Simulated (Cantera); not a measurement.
**BN + O2 + H2 (nitride etching)**

Input: 1 mol BN, 3.3 mol O2, 0.94 mol H2, held at 823 K and 1.70 Pa.

Equilibrium computed with Cantera from the NASA thermochemical tables; the gas is ideal and each condensed phase is pure. Candidate condensed phases: B, BN, B2O3, B3O3H3, H2O; 39 gas species. Equilibrium is a limit: real reactors are often held back by kinetics, nucleation or transport.

x(O2): 0.591
x(H2O): 0.267
x(N2): 0.142
x((HBO2)3): 4.50e-5
x(HBO2): 3.46e-5
x(NO): 2.09e-6
n(B2O3(l)): 0.500 mol
gas amount: 3.520 mol
log10 activity of B(s) (absent): -29.82
log10 activity of B3O3H3(s) (absent): -59.04
